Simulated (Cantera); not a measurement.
## SiH4 + HCl + H2 (silicon epitaxy and polysilicon growth)

Charge: 1 mol SiH4, 0.51 mol HCl, 3.2 mol H2, equilibrated at 800 K.

Method: chemical equilibrium by Gibbs-energy minimisation in Cantera with the NASA 1993 tables (ideal gas, pure condensed phases). Candidate condensed phases: Si; 19 gas species. The tables' values for SiCl3 are old estimates; treat these amounts as uncertain. Equilibrium is a limit: real reactors are often held back by kinetics, nucleation or transport.

```tsv
P (Pa)	log p H2	log p SiCl4	log p SiHCl3	log p HCl	log p SiH2Cl2	log p SiCl3	log p SiH3Cl	n Si(s)
100	-3.01	-4.72	-5.50	-5.28	-7.37	-7.15	-9.87	0.875
300	-2.53	-4.25	-4.91	-4.92	-6.66	-6.80	-9.04	0.872
880	-2.07	-3.80	-4.33	-4.58	-5.96	-6.46	-8.23	0.869
2600	-1.60	-3.35	-3.76	-4.23	-5.27	-6.12	-7.41	0.866
7700	-1.13	-2.91	-3.19	-3.88	-4.57	-5.79	-6.59	0.862
23000	-0.65	-2.47	-2.63	-3.54	-3.88	-5.46	-5.77	0.858
68000	-0.18	-2.05	-2.08	-3.20	-3.20	-5.15	-4.96	0.854
200000	0.29	-1.65	-1.54	-2.86	-2.53	-4.85	-4.15	0.849
```
log p: log10 of the partial pressure in bar; n: condensed amount in mol.

From 100 Pa to 200000 Pa the condensed part is Si(s). The main Si-bearing gas is SiCl4 at 100 Pa and SiHCl3 at 200000 Pa. The share of Si in condensed phases is highest at 100 Pa (87.5 %) and lowest at 200000 Pa (84.9 %).
